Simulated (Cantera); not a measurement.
An adiabatic, constant-volume homogeneous reactor starts with CH4 : O2 : N2 = 1 : 1.67 : 6.27 (molar parts), equivalence ratio 1.2, at 1675 K and 0.310 bar. Integrator tolerance rtol = 1e-08.

Cantera simulation using GRI-Mech 3.0 (53 species, 325 reactions); the numbers are that mechanism's predictions, not measurements.

Question: What does this change do: 0.37 parts H2O added?

Answer: 
```json
[
 {"quantity": "time of steepest temperature rise", "before": "0.711 ms", "after": "0.728 ms"},
 {"quantity": "temperature at 0.300 s", "before": "2860 K", "after": "2820 K"},
 {"quantity": "equilibrium temperature", "before": "2860 K", "after": "2820 K"},
 {"quantity": "x(CH4) at 0.300 s", "before": "<1e-12 (gas-phase equilibrium <1e-12)", "after": "<1e-12 (gas-phase equilibrium <1e-12)"},
 {"quantity": "x(O2) at 0.300 s", "before": "0.0133 (gas-phase equilibrium 0.0133)", "after": "0.0132 (gas-phase equilibrium 0.0132)"},
 {"quantity": "x(C2H4) at 0.300 s", "before": "<1e-12 (gas-phase equilibrium <1e-12)", "after": "<1e-12 (gas-phase equilibrium <1e-12)"},
 {"quantity": "x(NO) at 0.300 s", "before": "0.00904 (gas-phase equilibrium 0.00904)", "after": "0.00837 (gas-phase equilibrium 0.00837)"},
 {"quantity": "x(H2O) at 0.300 s", "before": "0.135 (gas-phase equilibrium 0.135)", "after": "0.163 (gas-phase equilibrium 0.163)"},
 {"quantity": "x(OH) at 0.300 s", "before": "0.0258 (gas-phase equilibrium 0.0258)", "after": "0.0258 (gas-phase equilibrium 0.0258)"},
 {"quantity": "x(CH2CO) at 0.300 s", "before": "<1e-12 (gas-phase equilibrium <1e-12)", "after": "<1e-12 (gas-phase equilibrium <1e-12)"}
]
```
